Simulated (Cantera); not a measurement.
A perfectly stirred reactor is fed with NO : N2 = 1 : 3.6 (molar parts), at 1130 Torr; it is held at 2173 K, and followed from long to short residence time.

Computed with Cantera and GRI-Mech 3.0 (53 species, 325 reactions).

| quantity | before | after |
|---|---|---|
| x(NO) at τ = 7.70 s | 0.0147 | 0.0439 |
| x(NO2) at τ = 7.70 s | 1.64e-5 | 6.03e-6 |
| x(N2O) at τ = 7.70 s | 7.00e-7 | 6.20e-7 |
| x(O2) at τ = 7.70 s | 0.101 | 0.0845 |
| x(O) at τ = 7.70 s | 0.000594 | 0.00401 |
| x(NO) at τ = 96.0 ms | 0.147 | 0.214 |
| x(NO2) at τ = 96.0 ms | 0.000101 | 4.16e-6 |
| x(N2O) at τ = 96.0 ms | 1.13e-5 | 2.03e-5 |
| x(O2) at τ = 96.0 ms | 0.0351 | 0.00122 |
| x(O) at τ = 96.0 ms | 0.000368 | 0.000641 |

Q: Name the change that produced these shifts.
A) N2 3.6 to 1.1 parts
B) temperature 2173 to 1825 K
C) temperature 2173 to 1550 K
D) pressure from 1130 Torr to 20.0 Torr

A: D, pressure from 1130 Torr to 20.0 Torr
